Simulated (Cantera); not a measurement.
A perfectly stirred reactor is fed with H₂ : O₂ : N₂ = 1 : 0.568 : 2.14 (molar parts), equivalence ratio 0.88, at 10.0 bar; it is adiabatic with a 575 K inlet, and is followed from long to short residence time, starting on the burning branch (τ in s: 0.096, 0.042, 0.018, 0.008, 0.0035, 0.0015, 0.00067, 0.00029, 0.00013, 5.6e-05, 2.5e-05, 1.1e-05, 4.7e-06).

Computed with Cantera and GRI-Mech 3.0 (53 species, 325 reactions). The hydrogen kinetics of GRI-Mech 3.0 are dated; newer H2 mechanisms differ, most at raised pressure.

**Question.** What does this change do: inlet temperature 575 to 425 K?

**Answer.** 
```json
[
 {"quantity": "blow-out, bracketed by the residence times tried", "before": "burning at 4.70 µs, the shortest tried", "after": "burning at 4.70 µs, the shortest tried"},
 {"quantity": "x(H₂) at τ = 96.0 ms", "before": "0.00400", "after": "0.00242"},
 {"quantity": "x(O₂) at τ = 96.0 ms", "before": "0.0181", "after": "0.0185"},
 {"quantity": "x(OH) at τ = 96.0 ms", "before": "0.00739", "after": "0.00540"},
 {"quantity": "x(H₂O) at τ = 96.0 ms", "before": "0.302", "after": "0.306"},
 {"quantity": "x(NO) at τ = 96.0 ms", "before": "0.00585", "after": "0.00467"},
 {"quantity": "x(H₂) at τ = 0.670 ms", "before": "0.00526", "after": "0.00405"},
 {"quantity": "x(O₂) at τ = 0.670 ms", "before": "0.0208", "after": "0.0211"},
 {"quantity": "x(OH) at τ = 0.670 ms", "before": "0.00853", "after": "0.00670"},
 {"quantity": "x(H₂O) at τ = 0.670 ms", "before": "0.300", "after": "0.303"},
 {"quantity": "x(NO) at τ = 0.670 ms", "before": "0.00101", "after": "0.000423"}
]
```

**Question.** What does this change do: N2 2.14 to 3 parts?

**Answer.** 
```json
[
 {"quantity": "blow-out, bracketed by the residence times tried", "before": "burning at 4.70 µs, the shortest tried", "after": "burning at 4.70 µs, the shortest tried"},
 {"quantity": "x(H₂) at τ = 96.0 ms", "before": "0.00400", "after": "0.000687"},
 {"quantity": "x(O₂) at τ = 96.0 ms", "before": "0.0181", "after": "0.0156"},
 {"quantity": "x(OH) at τ = 96.0 ms", "before": "0.00739", "after": "0.00221"},
 {"quantity": "x(H₂O) at τ = 96.0 ms", "before": "0.302", "after": "0.244"},
 {"quantity": "x(NO) at τ = 96.0 ms", "before": "0.00585", "after": "0.00175"},
 {"quantity": "x(H₂) at τ = 0.670 ms", "before": "0.00526", "after": "0.00281"},
 {"quantity": "x(O₂) at τ = 0.670 ms", "before": "0.0208", "after": "0.0170"},
 {"quantity": "x(OH) at τ = 0.670 ms", "before": "0.00853", "after": "0.00381"},
 {"quantity": "x(H₂O) at τ = 0.670 ms", "before": "0.300", "after": "0.240"},
 {"quantity": "x(NO) at τ = 0.670 ms", "before": "0.00101", "after": "8.72e-5"}
]
```
